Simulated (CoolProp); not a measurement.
Computed with CoolProp (reference Helmholtz-energy equation of state, Lemmon 2003). It is a pseudo-pure fit of the blend.

Problem. For R507A, give the phase and the cv (kJ/(kg K)), Joule-Thomson coefficient (K/MPa), viscosity (µPa s) at 432.3 K and 1.38 bar; 449.2 K and 1.38 bar.

Solution. 
- 432.3 K and 1.38 bar: gas; cv 0.993, Joule-Thomson coefficient 5.48, viscosity 17.5
- 449.2 K and 1.38 bar: gas; cv 1.02, Joule-Thomson coefficient 4.93, viscosity 18.1

Viscosity comes from a separate model (Geller 2000).
